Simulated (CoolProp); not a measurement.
Vapour-liquid equilibrium of ethane (1) + propane (2) at 11.4 bar; x and y are mole fractions of (1).

The numbers come from the multi-fluid Helmholtz-energy mixture model, Bücker 2006 and Lemmon 2009; pair parameters Kunz 2012 in CoolProp.

```json
[
 {"x": "0.05", "bubble temperature, mixture model (K)": "300.5", "bubble temperature, Raoult's law (K)": "299.1", "y, mixture model": "0.133", "y, Raoult's law": "0.187"},
 {"x": "0.125", "bubble temperature, mixture model (K)": "293.7", "bubble temperature, Raoult's law (K)": "291.0", "y, mixture model": "0.303", "y, Raoult's law": "0.394"},
 {"x": "0.2", "bubble temperature, mixture model (K)": "287.6", "bubble temperature, Raoult's law (K)": "284.1", "y, mixture model": "0.440", "y, Raoult's law": "0.541"},
 {"x": "0.275", "bubble temperature, mixture model (K)": "281.9", "bubble temperature, Raoult's law (K)": "278.2", "y, mixture model": "0.553", "y, Raoult's law": "0.649"},
 {"x": "0.35", "bubble temperature, mixture model (K)": "276.8", "bubble temperature, Raoult's law (K)": "273.0", "y, mixture model": "0.645", "y, Raoult's law": "0.731"},
 {"x": "0.425", "bubble temperature, mixture model (K)": "272.0", "bubble temperature, Raoult's law (K)": "268.5", "y, mixture model": "0.721", "y, Raoult's law": "0.793"},
 {"x": "0.5", "bubble temperature, mixture model (K)": "267.6", "bubble temperature, Raoult's law (K)": "264.4", "y, mixture model": "0.784", "y, Raoult's law": "0.842"},
 {"x": "0.575", "bubble temperature, mixture model (K)": "263.6", "bubble temperature, Raoult's law (K)": "260.8", "y, mixture model": "0.836", "y, Raoult's law": "0.881"},
 {"x": "0.65", "bubble temperature, mixture model (K)": "259.8", "bubble temperature, Raoult's law (K)": "257.5", "y, mixture model": "0.879", "y, Raoult's law": "0.913"},
 {"x": "0.725", "bubble temperature, mixture model (K)": "256.3", "bubble temperature, Raoult's law (K)": "254.5", "y, mixture model": "0.914", "y, Raoult's law": "0.938"},
 {"x": "0.8", "bubble temperature, mixture model (K)": "253.0", "bubble temperature, Raoult's law (K)": "251.7", "y, mixture model": "0.944", "y, Raoult's law": "0.959"},
 {"x": "0.875", "bubble temperature, mixture model (K)": "250.0", "bubble temperature, Raoult's law (K)": "249.2", "y, mixture model": "0.968", "y, Raoult's law": "0.977"},
 {"x": "0.95", "bubble temperature, mixture model (K)": "247.2", "bubble temperature, Raoult's law (K)": "246.9", "y, mixture model": "0.988", "y, Raoult's law": "0.991"}
]
```

The largest gap from Raoult's law is +3.8 K in bubble temperature, at x = 0.35. No azeotrope shows between x = 0.05 and 0.95.

The pair parameters rest on a limited set of measurements; away from them the model extrapolates.
